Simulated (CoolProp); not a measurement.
n-octane along the isobar 963 kPa: Z from the reference equation and from simpler models built on Tc = 295.6 °C, pc = 2484 kPa, ω = 0.398; each cubic takes its own stable root.

Model: reference Helmholtz-energy equation of state, Beckmüller 2019, in CoolProp.

```json
[
 {"T (°C)": "166.85", "phase": "liquid", "reference": "0.05261"},
 {"T (°C)": "177.15", "phase": "liquid", "reference": "0.05245"},
 {"T (°C)": "187.45", "phase": "liquid", "reference": "0.05239"},
 {"T (°C)": "197.75", "phase": "liquid", "reference": "0.05245"},
 {"T (°C)": "208.05", "phase": "liquid", "reference": "0.05265"},
 {"T (°C)": "218.35", "phase": "liquid", "reference": "0.05302"},
 {"T (°C)": "228.65", "phase": "liquid", "reference": "0.05363"},
 {"T (°C)": "238.95", "phase": "gas", "reference": "0.7472"},
 {"T (°C)": "249.25", "phase": "gas", "reference": "0.7717"},
 {"T (°C)": "259.55", "phase": "gas", "reference": "0.7924"},
 {"T (°C)": "269.85", "phase": "gas", "reference": "0.8100"},
 {"T (°C)": "280.15", "phase": "gas", "reference": "0.8254"},
 {"T (°C)": "290.45", "phase": "gas", "reference": "0.8390"},
 {"T (°C)": "300.75", "phase": "gas", "reference": "0.8510"}
]
```

Q: How far does each simpler model (van der Waals, Soave-Redlich-Kwong) lie from the reference over these 14 states: mean and median of the absolute difference, and the worst?

A: 
- van der Waals: mean 510.4 %, median 44.5 %, worst +1418.4 % at 228.65 °C and 963 kPa
- Soave-Redlich-Kwong: mean 10.1 %, median 9.6 %, worst +21.5 % at 228.65 °C and 963 kPa

At some of these states van der Waals gives the other phase, because its saturation line lies elsewhere.
